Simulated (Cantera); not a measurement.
## Carbon deposition, reforming and gasification: C3H6 + O2 + H2

Input: 1 mol C3H6, 0.97 mol O2, 79 mol H2, at 2.78 Torr.

Cantera equilibrium calculation (NASA polynomials, part measured and part estimated; ideal gas, pure solids and liquids). Candidate condensed phases: C, C6H6, C7H8, C8H18, H2O; 110 gas species. The numbers say what is thermodynamically allowed, not how fast it happens.

From 1727 °C to 2127 °C the condensed part is C(graphite). From 2227 °C to 2727 °C nothing is condensed. The main C-bearing gas is CO throughout.

```
T (°C)   x H2     x H    x CO  x C2H2 (acetylene)       x C  n C(graphite)
------  -----  ------  ------  ------------------  --------  -------------
1727    0.950  0.0261  0.0228            0.000730   8.23e-9          0.935
1827    0.927  0.0493  0.0225             0.00134   6.40e-8          0.829
1927    0.888  0.0873  0.0221             0.00228   4.13e-7          0.658
2027    0.830   0.145  0.0214             0.00359   2.26e-6          0.401
2127    0.748   0.226  0.0205             0.00521   1.07e-5         0.0400
2227    0.644   0.332  0.0193             0.00490   3.77e-5              0
2327    0.522   0.456  0.0178             0.00413  0.000118              0
2427    0.393   0.586  0.0163             0.00304  0.000328              0
2527    0.275   0.706  0.0149             0.00180  0.000788              0
2627    0.180   0.802  0.0138            0.000820   0.00161              0
2727    0.112   0.870  0.0130            0.000292   0.00280              0
```
x: gas mole fraction; n: condensed amount in mol.
